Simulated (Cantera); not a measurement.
A freely propagating, adiabatic, planar premixed flame of 51.4 % H2, 9.50 % O2, 35.7 % N2, 3.39 % H2O, unburnt at 498 K and 0.440 bar; mixture-averaged transport, grid criteria slope 0.08 and curve 0.16, no radiation.

Detailed kinetics in Cantera: the H2/O2 subset of GRI-Mech 3.0, which has no nitrogen chemistry. Burning velocities carry a grid error of a few per cent, more on coarse grids.

Predict: laminar burning velocity; thermal thickness; peak x(OH); peak x(H2O2); peak x(HO2).


| Item | Result |
|---|---|
| laminar burning velocity | 522 cm/s |
| thermal thickness | 1.24 mm |
| peak x(OH) | 0.00158 |
| peak x(H2O2) | 9.78e-6 |
| peak x(HO2) | 0.000181 |
